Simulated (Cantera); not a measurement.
Charge: 1 mol Si, 0.01 mol O2, 140 mol H2, equilibrated at 101000 Pa.

Cantera equilibrium calculation (NASA polynomials, part measured and part estimated; ideal gas, pure solids and liquids). Candidate condensed phases: H2O, Si, SiO2; 18 gas species. Mutual solubility and eutectic melting of coexisting phases are not modelled. The tables hold silica as quartz up to 1696 K and as liquid above; real silica turns to tridymite and cristobalite and melts near 1996 K. Gases not in the tables: Si2H6 and higher silanes. Equilibrium is a limit: real reactors are often held back by kinetics, nucleation or transport.

x: gas mole fraction; n: condensed amount in mol.

```
T (K)   x H2       x H      x Si  x SiH2  n Si(s)  n SiO2(β-quartz)  n Si(l)
-----  -----  --------  --------  ------  -------  ----------------  -------
923     1.00  2.43e-10    <1e-12       …    0.990           0.01000        0
1023    1.00   4.11e-9    <1e-12       …    0.990           0.01000        0
1123   1.000   4.23e-8    <1e-12       …    0.990           0.01000        0
1223   1.000   2.99e-7  3.18e-12       …    0.990           0.00992        0
1323   1.000   1.58e-6  8.75e-11       …    0.989           0.00906        0
1423   1.000   6.60e-6   1.51e-9       …    0.982           0.00176        0
1523   1.000   2.30e-5   1.78e-8       …    0.980                 0        0
1623   1.000   6.87e-5   1.54e-7       …    0.979                 0        0
1723   1.000  0.000181   9.71e-7       …        0                 0    0.977
1823   0.999  0.000430   4.36e-6       …        0                 0    0.974
1923   0.999  0.000935   1.67e-5       …        0                 0    0.966
2023   0.998   0.00188   5.62e-5       …        0                 0    0.950
2123   0.996   0.00356  0.000168       …        0                 0    0.915
2223   0.993   0.00634  0.000454       …        0                 0    0.840
```

Q: Fill in the missing entries.

A: 
- 923, x SiH2: 8.30e-12
- 1023, x SiH2: 1.80e-10
- 1123, x SiH2: 2.26e-9
- 1223, x SiH2: 1.87e-8
- 1323, x SiH2: 1.13e-7
- 1423, x SiH2: 5.26e-7
- 1523, x SiH2: 2.00e-6
- 1623, x SiH2: 6.47e-6
- 1723, x SiH2: 1.70e-5
- 1823, x SiH2: 3.51e-5
- 1923, x SiH2: 6.72e-5
- 2023, x SiH2: 0.000121
- 2123, x SiH2: 0.000204
- 2223, x SiH2: 0.000329
